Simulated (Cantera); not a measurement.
**Boron, boron nitride and boron oxide: B2H6 + O2**

Charge: 1 mol B2H6, a varied amount of O2, held at 1025 °C and 30.0 Pa.

Cantera equilibrium calculation (NASA polynomials, part measured and part estimated; ideal gas, pure solids and liquids). Candidate condensed phases: B, B2O3, B3O3H3, H2O; 23 gas species. The feed counts by its element totals alone. Mutual solubility and eutectic melting of coexisting phases are not modelled. Gases not in the tables: H3BO3. Kinetics and transport are ignored.

From 0.51 mol O2 to 1.4 mol O2 the condensed part is B(s) + B2O3(l). From 1.8 mol O2 to 4 mol O2 the condensed part is B2O3(l).

```json
[
 {"n(O2) (mol)": "0.51", "x H2": "0.979", "x H2O": "1.84e-6", "x O2": "<1e-12", "x HBO2": "0.000235", "x HBO": "0.0160", "n B(s)": "1.30", "n B2O3(l)": "0.314"},
 {"n(O2) (mol)": "0.95", "x H2": "0.979", "x H2O": "1.84e-6", "x O2": "<1e-12", "x HBO2": "0.000235", "x HBO": "0.0160", "n B(s)": "0.709", "n B2O3(l)": "0.607"},
 {"n(O2) (mol)": "1.4", "x H2": "0.979", "x H2O": "1.84e-6", "x O2": "<1e-12", "x HBO2": "0.000235", "x HBO": "0.0160", "n B(s)": "0.109", "n B2O3(l)": "0.907"},
 {"n(O2) (mol)": "1.8", "x H2": "0.772", "x H2O": "0.158", "x O2": "<1e-12", "x HBO2": "0.0691", "x HBO": "4.30e-5", "n B(s)": "0", "n B2O3(l)": "0.891"},
 {"n(O2) (mol)": "2.3", "x H2": "0.439", "x H2O": "0.444", "x O2": "2.39e-11", "x HBO2": "0.116", "x HBO": "1.46e-5", "n B(s)": "0", "n B2O3(l)": "0.814"},
 {"n(O2) (mol)": "2.7", "x H2": "0.186", "x H2O": "0.671", "x O2": "3.06e-10", "x HBO2": "0.142", "x HBO": "5.03e-6", "n B(s)": "0", "n B2O3(l)": "0.768"},
 {"n(O2) (mol)": "3.1", "x H2": "2.28e-5", "x H2O": "0.813", "x O2": "0.0297", "x HBO2": "0.156", "x HBO": "5.61e-10", "n B(s)": "0", "n B2O3(l)": "0.734"},
 {"n(O2) (mol)": "3.6", "x H2": "8.61e-6", "x H2O": "0.700", "x O2": "0.154", "x HBO2": "0.145", "x HBO": "2.28e-10", "n B(s)": "0", "n B2O3(l)": "0.715"},
 {"n(O2) (mol)": "4", "x H2": "6.31e-6", "x H2O": "0.629", "x O2": "0.233", "x HBO2": "0.138", "x HBO": "1.76e-10", "n B(s)": "0", "n B2O3(l)": "0.701"}
]
```
x: gas mole fraction; n: condensed amount in mol.
